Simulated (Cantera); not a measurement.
Input (Python, Cantera) and output of one run.

```python
import numpy as np
import cantera as ct

gas_names = [...]  # 109 gases of nasa_gas.yaml made of C, Cl, H, Si
cond_names = """
    C(gr) C6H6(L) C7H8(L) C8H18(L),n-octa Si(cr) Si(L) SiC(b)
""".split()


# ... load() reads the species with a 1 bar reference pressure and builds the phases ...
atoms = {
    'SiCl4': {'Si': 1, 'CL': 4},
    'C2H4': {'C': 2, 'H': 4},
    'H2': {'H': 2},
    'C3H8': {'C': 3, 'H': 8},
}
top_T = {'C(gr)': 4500, 'SiC(b)': 3050}  # K; cautious upper limits of use, not melting points


# ... equilibrate(T, P, feed) seeds the gas with the atoms and calls Mixture.equilibrate('TP', solver="vcs", rtol=1e-11, max_steps=5000) ...
results = []
feed = {'SiCl4': 1, 'C2H4': 0.29, 'H2': 10, 'C3H8': 0.0083}  # mol
P = 200  # Pa
for T in [1200, 1300, 1400, 1500, 1600, 1700, 1800, 1900, 2000, 2100, 2200, 2300, 2400, 2500]:
    mix = equilibrate(T, P, feed)
    results.append((T, P, feed, dict(zip(mix.species_names, mix.species_moles))))
    x = sorted(zip(gas.X, gas.species_names), reverse=True)
    print(f"T = {T:g} K  P = {P:g} Pa  gas = {mix.phase_moles(0):.4g} mol")
    print("   x: " + "  ".join(f"{s} {v:.3e}" for v, s in x if v > 1e-05))
    print("   condensed (mol): " + ("  ".join(f"{mix.phase(i).name} {mix.phase_moles(i):.4g}"
          for i in range(1, mix.n_phases) if mix.phase_moles(i) > 1e-12) or "none"))
```

Output:

```
T = 1200 K  P = 200 Pa  gas = 12.41 mol
   x: H2 7.412e-01  HCL 2.270e-01  SiCL2 1.320e-02  SiCL4 1.304e-02  SiCL3 4.430e-03  SiHCL3 1.158e-03  SiH2CL2 1.346e-05
   condensed (mol): SiC(b) 0.6049
T = 1300 K  P = 200 Pa  gas = 12.55 mol
   x: H2 7.226e-01  HCL 2.459e-01  SiCL2 2.455e-02  SiCL3 3.524e-03  SiCL4 3.001e-03  SiHCL3 4.019e-04  H 2.103e-05
   condensed (mol): SiC(b) 0.6049
T = 1400 K  P = 200 Pa  gas = 12.59 mol
   x: H2 7.167e-01  HCL 2.518e-01  SiCL2 2.882e-02  SiCL3 1.906e-03  SiCL4 5.352e-04  SiHCL3 1.079e-04  H 9.208e-05  CL 2.663e-05
   condensed (mol): SiC(b) 0.6049
T = 1500 K  P = 200 Pa  gas = 12.61 mol
   x: H2 7.150e-01  HCL 2.532e-01  SiCL2 3.019e-02  SiCL3 1.007e-03  H 3.328e-04  SiCL4 1.067e-04  CL 9.503e-05  SiHCL3 3.120e-05
   condensed (mol): SiC(b) 0.6049
T = 1600 K  P = 200 Pa  gas = 12.62 mol
   x: H2 7.139e-01  HCL 2.535e-01  SiCL2 3.069e-02  H 1.027e-03  SiCL3 5.620e-04  CL 2.885e-04  SiCL4 2.535e-05  SiCL 2.124e-05  SiHCL3 1.031e-05
   condensed (mol): SiC(b) 0.6049
T = 1700 K  P = 200 Pa  gas = 12.63 mol
   x: H2 7.121e-01  HCL 2.531e-01  SiCL2 3.082e-02  H 2.780e-03  CL 7.682e-04  SiCL3 3.328e-04  SiCL 7.060e-05  Si 3.246e-05
   condensed (mol): SiC(b) 0.6049
T = 1800 K  P = 200 Pa  gas = 12.67 mol
   x: H2 7.084e-01  HCL 2.519e-01  SiCL2 3.060e-02  H 6.738e-03  CL 1.834e-03  SiCL3 2.067e-04  SiCL 2.033e-04  Si 1.754e-04
   condensed (mol): SiC(b) 0.6047
T = 1900 K  P = 200 Pa  gas = 12.75 mol
   x: H2 7.003e-01  HCL 2.497e-01  SiCL2 2.959e-02  H 1.485e-02  CL 3.996e-03  Si 7.741e-04  SiCL 5.097e-04  SiCL3 1.316e-04  SiH 2.515e-05  C2H2,acetylene 2.448e-05  Si2C 1.357e-05
   condensed (mol): SiC(b) 0.6041
T = 2000 K  P = 200 Pa  gas = 12.9 mol
   x: H2 6.839e-01  HCL 2.470e-01  H 3.007e-02  SiCL2 2.679e-02  CL 8.090e-03  Si 2.730e-03  SiCL 1.084e-03  C2H2,acetylene 1.005e-04  SiCL3 8.222e-05  Si2C 7.483e-05  SiH 6.848e-05  SiC2 2.161e-05
   condensed (mol): SiC(b) 0.6008
T = 2100 K  P = 200 Pa  gas = 13.2 mol
   x: H2 6.536e-01  HCL 2.428e-01  H 5.633e-02  SiCL2 2.134e-02  CL 1.540e-02  Si 7.372e-03  SiCL 1.860e-03  C2H2,acetylene 4.698e-04  Si2C 3.016e-04  SiC2 2.364e-04  SiH 1.446e-04  SiCL3 4.715e-05  SiH2 1.318e-05  Si2 1.062e-05
   condensed (mol): SiC(b) 0.5822
T = 2200 K  P = 200 Pa  gas = 13.81 mol
   x: H2 6.051e-01  HCL 2.251e-01  H 9.796e-02  CL 2.652e-02  Si 1.978e-02  SiCL2 1.734e-02  SiCL 3.167e-03  SiC2 1.901e-03  C2H2,acetylene 1.551e-03  Si2C 1.161e-03  SiH 3.046e-04  Si2 3.400e-05  SiCL3 2.728e-05  SiH2 1.936e-05
   condensed (mol): C(gr) 0.1137  SiC(b) 0.3793
T = 2300 K  P = 200 Pa  gas = 14.87 mol
   x: H2 5.328e-01  HCL 1.992e-01  H 1.580e-01  CL 4.254e-02  Si 4.108e-02  SiCL2 1.151e-02  SiC2 5.671e-03  SiCL 4.232e-03  C2H2,acetylene 2.302e-03  Si2C 2.050e-03  SiH 4.925e-04  Si2 6.991e-05  C2H 3.083e-05  SiH2 2.191e-05  SiCL3 1.298e-05
   condensed (mol): C(gr) 0.3354
T = 2400 K  P = 200 Pa  gas = 15.93 mol
   x: H2 4.556e-01  H 2.401e-01  HCL 1.739e-01  CL 6.537e-02  Si 4.427e-02  SiC2 8.499e-03  SiCL2 4.329e-03  C2H2,acetylene 3.176e-03  SiCL 3.032e-03  Si2C 1.049e-03  SiH 4.136e-04  C2H 9.630e-05  C3 4.904e-05  Si2 4.119e-05  C 1.987e-05  SiH2 1.302e-05  SiC 1.193e-05  C2HCL 1.174e-05
   condensed (mol): C(gr) 0.209
T = 2500 K  P = 200 Pa  gas = 17.3 mol
   x: H2 3.696e-01  H 3.418e-01  HCL 1.371e-01  CL 8.957e-02  Si 4.236e-02  SiC2 1.099e-02  C2H2,acetylene 3.998e-03  SiCL 1.836e-03  SiCL2 1.336e-03  Si2C 4.513e-04  SiH 3.043e-04  C2H 2.655e-04  C3 2.485e-04  C 8.321e-05  C2 2.290e-05  Si2 2.018e-05  SiC 1.939e-05  C4H2 1.786e-05  C2HCL 1.700e-05
   condensed (mol): C(gr) 0.05173
```

These are equilibrium values from Cantera (NASA tables, ideal gas, pure condensed phases), not measurements of a reactor. The tables' values for SiCl3, SiCl are old estimates; treat these amounts as uncertain. Gases not in the tables: Si2H6 and higher silanes.
